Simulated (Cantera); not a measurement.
## Premixed flame

A freely propagating, adiabatic, planar premixed flame of CH4 : O2 : N2 : H2O : H2 = 1 : 2.17 : 8.17 : 0.75 : 0.065 (molar parts), unburnt at 573 K and 100.0 Torr; mixture-averaged transport, grid criteria slope 0.08 and curve 0.16, no radiation.

Model: GRI-Mech 3.0 (53 species, 325 reactions), integrated in Cantera. Burning velocities carry a grid error of a few per cent, more on coarse grids.

```
z (mm)  T (K)  u (m/s)    x CH4    x O2   x H2O    x HCN   x H2O2   x C2H2
------  -----  -------  -------  ------  ------  -------  -------  -------
-6.69     573     1.53   0.0822   0.178  0.0617    <1e-8    <1e-8    <1e-8
-4.46     573     1.53   0.0821   0.178  0.0617    <1e-8  4.05e-8    <1e-8
-3.35     576     1.54   0.0818   0.178  0.0619    <1e-8  2.80e-7  1.41e-8
-2.23     604     1.62   0.0798   0.176  0.0649    <1e-8  1.54e-6  3.45e-7
-1.12     877     2.39   0.0626   0.155  0.0925  1.67e-7  2.39e-6  9.35e-6
-0.558   1232     3.39   0.0370   0.121   0.129  5.97e-7  2.46e-6  3.69e-5
0        1592     4.43   0.0103  0.0769   0.169  1.46e-6  7.71e-7  7.87e-5
0.558    1746     4.87  0.00106  0.0484   0.190  1.47e-6  1.74e-7  2.06e-5
1.12     1779     4.95  5.91e-5  0.0376   0.195  7.25e-7  1.23e-7  1.02e-6
2.23     1805     5.00  1.81e-7  0.0318   0.194  1.23e-7  1.16e-7    <1e-8
4.46     1836     5.06    <1e-8  0.0294   0.194    <1e-8  1.01e-7    <1e-8
8.92     1878     5.16    <1e-8  0.0279   0.196    <1e-8  8.35e-8    <1e-8
17.8     1937     5.30    <1e-8  0.0260   0.201    <1e-8  6.38e-8    <1e-8
```
x: mole fraction of selected species; z is measured from the peak of heat release.

The laminar burning velocity comes out as 153 cm/s and the thermal thickness is 2.23 mm. The peak x(HCN) is 1.67e-6 and the peak x(H2O2) comes out as 2.51e-6. The peak x(C2H2) is 7.89e-5 and the grid points comes out as 157.
